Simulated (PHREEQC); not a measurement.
PHREEQC input (Pitzer model, pitzer.dat):

```
SOLUTION 1
  temp 30
  units mol/kgw
  pH 7 charge
  Cl 0.946
  Ca 0.033
  Na 0.19
  Mg 0.32
  Sr 0.025
END
USE solution 1
INCREMENTAL_REACTIONS false
REACTION 1
  H2O -1
  0 9.886 18.011 24.689 30.178 34.689 38.397 41.444
  43.949 46.007 47.699 49.089 50.232 51.172 51.944 moles
EQUILIBRIUM_PHASES 1
  Bischofite 0 0
  Brucite 0 0
  Halite 0 0
  Portlandite 0 0
  MgCl2_4H2O 0 0
SELECTED_OUTPUT 1
  -reset false
  -pH true
  -pe true
  -ionic_strength true
  -water true
  -activities H2O
  -totals Ca Cl Mg Na Sr
  -molalities H+ Na+ Mg+2 Ca+2 Sr+2 Cl- OH- MgOH+
  -equilibrium_phases Bischofite Brucite Halite Portlandite MgCl2_4H2O
PRINT
  -reset false
END
```

Selected output (columns that matter, 11 of 15 rows; water left (kg) added in front):

```
water left (kg)	pH	mu	Ca	Cl	Mg	Na	Sr	m_H+	m_Na+	m_Mg+2	m_Ca+2	m_Sr+2	la_H2O	Halite
1	6.301	1.324	0.033	0.946	0.32	0.19	0.025	5.238e-07	0.19	0.32	0.033	0.025	-0.011053	0
0.821894	6.2336	1.6109	0.040151	1.151	0.38934	0.23117	0.030418	5.6547e-07	0.23117	0.38934	0.040151	0.030418	-0.013781	0
0.555203	6.0553	2.3847	0.059438	1.7039	0.57637	0.34222	0.045029	6.7676e-07	0.34222	0.57637	0.059438	0.045029	-0.021903	0
0.456313	5.9363	2.9015	0.072319	2.0731	0.70127	0.41638	0.054787	7.5453e-07	0.41638	0.70127	0.072319	0.054787	-0.028007	0
0.30824	5.6108	4.2954	0.10706	3.069	1.0382	0.6164	0.081106	9.9157e-07	0.6164	1.0382	0.10706	0.081106	-0.047456	0
0.253345	5.3902	5.2261	0.13026	3.734	1.2631	0.74997	0.09868	1.1778e-06	0.74997	1.2631	0.13026	0.09868	-0.06302	0
0.208215	5.1198	6.3588	0.15849	4.5434	1.5369	0.91252	0.12007	1.439e-06	0.91252	1.5369	0.15849	0.12007	-0.084872	0
0.140655	4.3885	9.4131	0.23462	6.7257	2.2751	1.3508	0.17774	2.3564e-06	1.3508	2.2751	0.23462	0.17774	-0.16031	0
0.115613	4.0245	10.984	0.28544	7.7147	2.7679	1.1756	0.21624	2.9489e-06	1.1756	2.7679	0.28544	0.21624	-0.20519	0.054082
0.0780853	3.1688	14.797	0.42262	9.9564	4.0981	0.27471	0.32016	4.5253e-06	0.27471	4.0981	0.42262	0.32016	-0.3392	0.16855
0.0641769	2.5006	17.761	0.5142	11.871	4.9862	0.090679	0.38955	5.9075e-06	0.090679	4.9862	0.5142	0.38955	-0.47824	0.18418
```
